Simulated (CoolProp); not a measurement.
The numbers come from the reference Helmholtz-energy equation of state, Lemmon 2016 in CoolProp.

Problem. For R365MFC, give the phase and the Z, cp (kJ/(kg K)), speed of sound (m/s), expansivity (1/kK) at 154.65 °C and 9.92 bar.

Solution. 
- 154.65 °C and 9.92 bar: gas; Z 0.843, cp 1.33, speed of sound 136, expansivity 4.17
